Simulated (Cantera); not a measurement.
A closed system holds: 1 mol Ca(OH)2, 0.89 mol CO2, equilibrated at 13.3 mbar.

Cantera equilibrium calculation (NASA polynomials, part measured and part estimated; ideal gas, pure solids and liquids). Candidate condensed phases: C, C6H6, C7H8, C8H18, Ca, CaCO3, CaO, Ca(OH)2, H2O; 115 gas species. Rates play no part.

Problem. Which condensed phases are stable at each of these points (T (°C)): 252, 402, 552, 702, 852, 1002, 1152, 1302, 1452, 1602, 1752, 1902?

Solution. 
| T (°C) | condensed phases | Ca condensed (%) |
|---|---|---|
| 252 | CaCO3(calcite) + Ca(OH)2(s) | 100.0 |
| 402 | CaCO3(calcite) + CaO(s) | 100.0 |
| 552 | CaCO3(calcite) + CaO(s) | 100.0 |
| 702 | CaO(s) | 100.0 |
| 852 | CaO(s) | 100.0 |
| 1002 | CaO(s) | 100.0 |
| 1152 | CaO(s) | 100.0 |
| 1302 | CaO(s) | 100.0 |
| 1452 | CaO(s) | 100.0 |
| 1602 | CaO(s) | 100.0 |
| 1752 | CaO(s) | 100.0 |
| 1902 | CaO(s) | 100.0 |

At 252 °C the condensed part is CaCO3(calcite) + Ca(OH)2(s). From 402 °C to 552 °C the condensed part is CaCO3(calcite) + CaO(s). From 702 °C to 1902 °C the condensed part is CaO(s).
